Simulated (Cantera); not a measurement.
Gas mixture: 52.8 % CO₂, 47.2 % N₂O, at 0.444 atm, frozen composition.

Cantera's kinetic-theory transport with the Lennard-Jones parameters of GRI-Mech 3.0, ideal gas; thermal conductivity in the multicomponent form.

D: mixture-averaged diffusion coefficient of that species in the mixture.

```tsv
T (K)	ρ (kg/m³)	cp (J/kg/K)	μ (µPa s)	λ (mW/m/K)	Pr	D (cm²/s) N₂	D (cm²/s) NH₃	D (cm²/s) C₂H₂
400	0.595	953.2	19.6	25.3	0.740	0.597	___	0.475
500	0.476	1027	23.8	33.0	0.740	0.886	___	0.717
600	0.397	1088	27.6	40.7	0.739	1.22	___	0.996
700	0.340	1138	31.1	48.0	0.738	1.59	___	1.31
800	0.298	1180	34.5	55.1	0.737	2.00	___	1.66
900	0.265	1215	37.6	61.9	0.737	2.44	___	2.03
1000	0.238	1244	40.5	68.5	0.736	2.91	___	2.44
```

Some entries are withheld; supply them.


- 400, D (cm²/s) NH₃: 0.633
- 500, D (cm²/s) NH₃: 0.976
- 600, D (cm²/s) NH₃: 1.38
- 700, D (cm²/s) NH₃: 1.84
- 800, D (cm²/s) NH₃: 2.35
- 900, D (cm²/s) NH₃: 2.90
- 1000, D (cm²/s) NH₃: 3.50
